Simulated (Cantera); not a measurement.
A closed system holds: 1 mol SiH2Cl2, 0.48 mol Cl2, 9 mol N2, at 1548.15 K and 5.20 mbar.

Equilibrium computed with Cantera from the NASA thermochemical tables; the gas is ideal and each condensed phase is pure. Candidate condensed phases: NH4Cl, Si, Si3N4; 28 gas species. The tables' values for SiCl3 are old estimates; treat these amounts as uncertain. Kinetics and transport are ignored.

Base state: N2 0.785, HCl 0.0962, SiCl2 0.0731, H2 0.0398, SiCl3 0.00469, SiCl4 0.000843, Cl 0.000165, H 8.53e-5 (mole fractions); condensed: Si3N4(s).

Question: What changes in the equilibrium state with this change: N2 from 9 to 3.9 mol?

Answer: 
```json
[
 {"species": "N2", "before": "0.785", "after": "0.612"},
 {"species": "HCl", "before": "0.0962", "after": "0.165"},
 {"species": "SiCl2", "before": "0.0731", "after": "0.132"},
 {"species": "SiCl3", "before": "0.00469", "after": "0.0105"},
 {"species": "H2", "before": "0.0398", "after": "0.0766"},
 {"species": "SiHCl3", "before": "4.26e-5", "after": "0.000133"},
 {"species": "SiCl4", "before": "0.000843", "after": "0.00234"},
 {"species": "SiCl", "before": "9.88e-6", "after": "1.44e-5"},
 {"species": "Si3N4(s), mol", "before": "0.0348", "after": "0.0291"}
]
```
The tables' values for SiCl3, SiCl are old estimates; treat these amounts as uncertain.

Question: What changes in the equilibrium state with this change: temperature from 1548.15 K to 1600 K?

Answer: 
```json
[
 {"species": "N2", "before": "0.785", "after": "0.785"},
 {"species": "SiCl2", "before": "0.0731", "after": "0.0836"},
 {"species": "HCl", "before": "0.0962", "after": "0.0806"},
 {"species": "H2", "before": "0.0398", "after": "0.0469"},
 {"species": "SiCl4", "before": "0.000843", "after": "0.000276"},
 {"species": "SiCl", "before": "9.88e-6", "after": "2.89e-5"},
 {"species": "Si3N4(s), mol", "before": "0.0348", "after": "0.00118"}
]
```
The tables' values for SiCl3, SiCl are old estimates; treat these amounts as uncertain.
